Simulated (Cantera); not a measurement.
**Premixed flame**

A freely propagating, adiabatic, planar premixed flame of 17.2 % CO, 5.16 % H2, 12.4 % O2, 60.9 % N2, 4.30 % H2O, unburnt at 700 K and 0.987 atm; mixture-averaged transport, grid criteria slope 0.08 and curve 0.16, no radiation.

Cantera simulation using GRI-Mech 3.0 (53 species, 325 reactions); the numbers are that mechanism's predictions, not measurements. Burning velocities carry a grid error of a few per cent, more on coarse grids.

```
z (mm)  T (K)  u (m/s)    x CO     x H2    x O2       x O     x NO    x N2O
------  -----  -------  ------  -------  ------  --------  -------  -------
-2.38     700     2.37   0.172   0.0516   0.124     <1e-8    <1e-8    <1e-8
-1.59     700     2.37   0.172   0.0516   0.124     <1e-8    <1e-8    <1e-8
-1.19     700     2.37   0.172   0.0515   0.124     <1e-8    <1e-8    <1e-8
-0.793    700     2.37   0.172   0.0510   0.124     <1e-8    <1e-8    <1e-8
-0.396    709     2.39   0.173   0.0466   0.125   2.73e-6    <1e-8    <1e-8
-0.198    855     2.85   0.168   0.0348   0.119  0.000220  5.23e-8    <1e-8
0        1230     4.04   0.140   0.0146  0.0923   0.00404  1.11e-6  4.48e-8
0.198    1514     4.88  0.0980  0.00701  0.0629   0.00880  5.17e-6  1.37e-7
0.396    1673     5.31  0.0703  0.00724  0.0494   0.00931  1.03e-5  1.54e-7
0.793    1833     5.75  0.0516  0.00721  0.0404   0.00771  1.84e-5  1.56e-7
1.59     1969     6.12  0.0432  0.00578  0.0354   0.00520  2.81e-5  1.76e-7
3.17     2081     6.41  0.0349  0.00425  0.0309   0.00323  4.16e-5  2.00e-7
6.34     2169     6.64  0.0268  0.00303  0.0268   0.00194  6.57e-5  2.19e-7
```
x: mole fraction of selected species; z is measured from the peak of heat release.

The laminar burning velocity comes out as 237 cm/s, the thermal thickness is 0.793 mm and the peak x(O) is 0.00940. The grid points is 130.
